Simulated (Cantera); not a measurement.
An isothermal, constant-pressure homogeneous reactor starts with C₂H₆ : N₂ = 1 : 28 (molar parts), at 1025 K and 0.0267 bar. Integrator tolerance rtol = 1e-08.

Computed with Cantera and GRI-Mech 3.0 (53 species, 325 reactions). GRI-Mech 3.0 stops at C3 and has no aromatics, soot or wall deposition, so with more carbon than oxygen in the feed, carbon stays in small species such as C2H2 where larger ones or solid carbon would form. Radical loss at walls, strong at low pressure, is not modelled.

Question: What does this change do: C2H6 1 to 1.3 parts?

Answer: 
```csv
quantity,before,after
x(C₂H₆) at 200 s,4.21e-5 (gas-phase equilibrium 3.16e-6),6.74e-5 (gas-phase equilibrium 5.33e-6)
x(CH₃) at 200 s,6.91e-8 (gas-phase equilibrium 5.66e-8),8.65e-8 (gas-phase equilibrium 7.36e-8)
x(HCN) at 200 s,1.24e-12 (gas-phase equilibrium 0.0235),<1e-12 (gas-phase equilibrium 0.0264)
x(H₂) at 200 s,0.0401 (gas-phase equilibrium 0.0318),0.0502 (gas-phase equilibrium 0.0364)
x(C₂H) at 200 s,<1e-12 (gas-phase equilibrium <1e-12),<1e-12 (gas-phase equilibrium <1e-12)
```
